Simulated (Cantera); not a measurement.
An isothermal, constant-pressure homogeneous reactor starts with C2H6 : N2 = 1 : 2.3 (molar parts), at 1848 K and 0.00940 bar.

Model: GRI-Mech 3.0 (53 species, 325 reactions), integrated in Cantera. GRI-Mech 3.0 stops at C3 and has no aromatics, soot or wall deposition, so with more carbon than oxygen in the feed, carbon stays in small species such as C2H2 where larger ones or solid carbon would form. Radical loss at walls, strong at low pressure, is not modelled.

x: mole fraction; the columns are a selection and need not sum to one.

| t (s) | x C2H6 | x CH4 | x HCN | x C2H2 | x CH3 |
|---|---|---|---|---|---|
| 1.00e-6 | 0.302 | 3.11e-6 | <1e-12 | 1.28e-12 | 0.00195 |
| 6.99e-6 | 0.294 | 0.000148 | 1.03e-12 | 1.76e-9 | 0.0132 |
| 4.89e-5 | 0.236 | 0.00574 | 4.64e-8 | 1.83e-5 | 0.0682 |
| 0.000342 | 0.0131 | 0.0740 | 3.77e-6 | 0.0394 | 0.0864 |
| 0.00239 | … | 0.0715 | … | … | … |
| 0.0167 | … | … | … | 0.171 | … |
| 0.117 | 2.09e-6 | 0.0179 | 1.12e-5 | 0.182 | 0.00130 |
| 0.818 | 1.95e-8 | 0.00108 | 2.80e-5 | 0.188 | 0.000164 |
| 5.72 | 9.96e-11 | 6.64e-5 | 5.79e-5 | 0.188 | 1.20e-5 |
| 40.0 | 3.36e-11 | 3.39e-5 | 0.000101 | 0.188 | 6.12e-6 |

**Question.** What belongs in the gaps?

**Answer.** 
- 0.00239, x C2H6: 8.21e-5
- 0.00239, x HCN: 7.67e-6
- 0.00239, x C2H2: 0.150
- 0.00239, x CH3: 0.00937
- 0.0167, x C2H6: 1.35e-5
- 0.0167, x CH4: 0.0497
- 0.0167, x HCN: 8.60e-6
- 0.0167, x CH3: 0.00318
